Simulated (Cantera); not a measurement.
Input (Python, Cantera) and output of one run.

```python
import numpy as np
import cantera as ct

gas_names = [...]  # 95 gases of nasa_gas.yaml made of C, F, H
cond_names = """
    C(gr) C6H6(L) C7H8(L) C8H18(L),n-octa
""".split()


# ... load() reads the species with a 1 bar reference pressure and builds the phases ...
atoms = {
    'CF4': {'C': 1, 'F': 4},
    'H2': {'H': 2},
}
top_T = {'C(gr)': 4500}  # K; cautious upper limits of use, not melting points


# ... equilibrate(T, P, feed) seeds the gas with the atoms and calls Mixture.equilibrate('TP', solver="vcs", rtol=1e-11, max_steps=5000) ...
results = []
feed = {'CF4': 1, 'H2': 0.92}  # mol
T = 3450  # K
P = 14000  # Pa
mix = equilibrate(T, P, feed)
results.append((T, P, feed, dict(zip(mix.species_names, mix.species_moles))))
print(gas.report(threshold=0.0001))
for i in range(1, mix.n_phases):
    print(f"{mix.phase(i).name:16s} {mix.phase_moles(i):12.5e} mol")
```

Result:

```
       temperature   3450 K
          pressure   14000 Pa
           density   0.010237 kg/m^3
  mean mol. weight   20.974 kg/kmol
   phase of matter   gas

                          1 kg             1 kmol
                     ---------------   ---------------
          enthalpy        3.9608e+06        8.3075e+07  J
   internal energy        2.5932e+06         5.439e+07  J
           entropy             12810        2.6868e+05  J/K
    Gibbs function       -4.0233e+07       -8.4385e+08  J
 heat capacity c_p            1478.3             31005  J/K
 heat capacity c_v            1081.9             22691  J/K

                      mass frac. Y      mole frac. X     chem. pot. / RT
                     ---------------   ---------------   ---------------
                 C         0.0055544         0.0096993             -4.48
                CF           0.10625          0.071866           -27.624
               CF2          0.034634          0.014526           -50.769
                C2         0.0075936         0.0066302             -8.96
               C2H        0.00068717        0.00057582           -24.709
                C3          0.066824          0.038897            -13.44
                C4        0.00060537        0.00026428            -17.92
                C5         0.0028227        0.00098582             -22.4
                 F           0.38761           0.42792           -23.144
                 H         0.0011328          0.023571           -15.749
                HF           0.38598           0.40465           -38.893
                H2        2.6979e-05        0.00028069           -31.498
     [  +83 minor]        0.00027557        0.00013293

C(gr)             0.00000e+00 mol
```

Method: chemical equilibrium by Gibbs-energy minimisation in Cantera with the NASA 1993 tables (ideal gas, pure condensed phases).
